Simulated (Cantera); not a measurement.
Source: NASA polynomial tables (part measured, part estimated), evaluated in Cantera. Values are per mole of reaction as written; species without (g) are pure solids or liquids, kept so even where they would boil at 1 bar.

Nb + O₂(g) = NbO₂, with ΔH° = -794.9 kJ and ΔS° = -187.1 J/K at 300 K.

How far is the shortcut ΔG° ≈ ΔH°(300 K) − T·ΔS°(300 K) from the full temperature-dependent value at 498, 598, 698, 798, 898, 998, 1098, 1198, 1298, 1398, 1498 K?


| T (K) | shortcut (kJ) | full (kJ) | difference (kJ) | difference in log10 K |
|---|---|---|---|---|
| 498 | -701.8 | -702.1 | 0.4 | -0.04 |
| 598 | -683.1 | -683.9 | 0.9 | -0.08 |
| 698 | -664.4 | -666.0 | 1.6 | -0.12 |
| 798 | -645.7 | -648.2 | 2.5 | -0.17 |
| 898 | -626.9 | -630.6 | 3.7 | -0.22 |
| 998 | -608.2 | -613.3 | 5.1 | -0.27 |
| 1098 | -589.5 | -596.3 | 6.8 | -0.32 |
| 1198 | -570.8 | -579.8 | 9.0 | -0.39 |
| 1298 | -552.1 | -563.6 | 11.5 | -0.46 |
| 1398 | -533.4 | -547.4 | 14.0 | -0.52 |
| 1498 | -514.7 | -531.4 | 16.7 | -0.58 |
The shortcut ignores the heat-capacity change of the reaction.
